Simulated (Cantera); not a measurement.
A closed system holds: 1 mol C2H6, 4.2 mol CO2, equilibrated at 0.0100 bar.

Equilibrium computed with Cantera from the NASA thermochemical tables; the gas is ideal and each condensed phase is pure. Candidate condensed phases: C, C6H6, C7H8, C8H18, H2O; 131 gas species. Ions and electrons are included (thermal ionisation). The numbers say what is thermodynamically allowed, not how fast it happens.

log p: log10 of the partial pressure in bar; nothing condenses.

```tsv
T (K)	log p CO	log p H	log p O	log p H2	log p H2O	log p CO2	log p C	log p OH
2500	-2.26	-3.04	-4.13	-2.87	-2.93	-3.11	-13.59	-3.78
3000	-2.33	-2.48	-2.97	-3.36	-4.03	-3.88	-11.01	-3.64
3500	-2.36	-2.39	-2.83	…	…	…	…	…
4000	-2.37	-2.38	-2.82	-5.17	-7.91	-6.05	-6.41	-5.35
4500	-2.37	-2.38	-2.81	…	…	…	…	…
5000	-2.40	-2.39	-2.76	-6.40	-10.41	-7.40	-3.62	-6.50
```

### Question
Complete the blanks.

### Answer

- 4500, log p H2: -5.84
- 4500, log p H2O: -9.31
- 4500, log p CO2: -6.81
- 4500, log p C: -4.82
- 4500, log p OH: -6.01
- 3500, log p H2: -4.32
- 3500, log p H2O: -6.12
- 3500, log p CO2: -5.08
- 3500, log p C: -8.45
- 3500, log p OH: -4.53
